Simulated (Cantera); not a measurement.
A Cantera script and what it prints.

```python
import numpy as np
import cantera as ct

gas_names = """
    H H2 N NH NH2 NH3 N2 N2H2 N2H4 Si SiH SiH2 SiH3 SiH4 SiN Si2 Si2N Si3
""".split()
cond_names = """
    Si(cr) Si(L) Si3N4(a)
""".split()


# ... load() reads the species with a 1 bar reference pressure and builds the phases ...
atoms = {
    'Si3H8': {'Si': 3, 'H': 8},
    'N2': {'N': 2},
}
top_T = {'Si3N4(a)': 2400}  # K; cautious upper limits of use, not melting points


# ... equilibrate(T, P, feed) seeds the gas with the atoms and calls Mixture.equilibrate('TP', solver="vcs", rtol=1e-11, max_steps=5000) ...
results = []
feed = {'Si3H8': 1, 'N2': 12}  # mol
P = 1000  # Pa
for T in [1223, 1298, 1373, 1448, 1523, 1598, 1673, 1748, 1823]:
    mix = equilibrate(T, P, feed)
    results.append((T, P, feed, dict(zip(mix.species_names, mix.species_moles))))

top = {s: max(r[3][s] / sum(r[3][g] for g in gas_names) for r in results) for s in gas_names}
cols = sorted((s for s in top if top[s] > 0.0001), key=lambda s: -top[s])[:8]
seen = [c for c in cond_names if any(r[3].get(c, 0) > 1e-12 for r in results)]
print("log10 of partial pressures in bar; condensed amounts in mol")
print(f"{'T/K':>10s}" + "".join(f"{s[:9]:>10s}" for s in cols + seen))
for T, P, feed, n in results:
    ng = sum(n[g] for g in gas_names)
    print(f"{T:10.4g}" + "".join(f"{np.log10(max(n[s] / ng * P / 1e5, 1e-99)):10.3f}" for s in cols)
          + "".join(f"{n.get(c, 0):10.4g}" for c in seen))
```

It prints:

```
log10 of partial pressures in bar; condensed amounts in mol
       T/K        N2        H2         H        Si     Si(L)  Si3N4(a)
      1223    -2.146    -2.544    -7.794   -14.889         0         1
      1298    -2.146    -2.544    -7.242   -13.178         0         1
      1373    -2.146    -2.544    -6.750   -11.656         0         1
      1448    -2.146    -2.544    -6.307   -10.293         0         1
      1523    -2.146    -2.544    -5.908    -9.067         0         1
      1598    -2.146    -2.544    -5.546    -7.958         0         1
      1673    -2.146    -2.545    -5.216    -6.950         0    0.9999
      1748    -2.146    -2.545    -4.914    -6.029         0    0.9995
      1823    -2.126    -2.605    -4.666    -5.355     2.991         0
```

Equilibrium computed with Cantera from the NASA thermochemical tables; the gas is ideal and each condensed phase is pure. The feed counts by its element totals alone. N2 is the only nitrogen source here; it is nearly inert below about 1500 K, so the nitride shown seldom forms there in practice. The tables' values for SiN are old estimates; treat these amounts as uncertain.
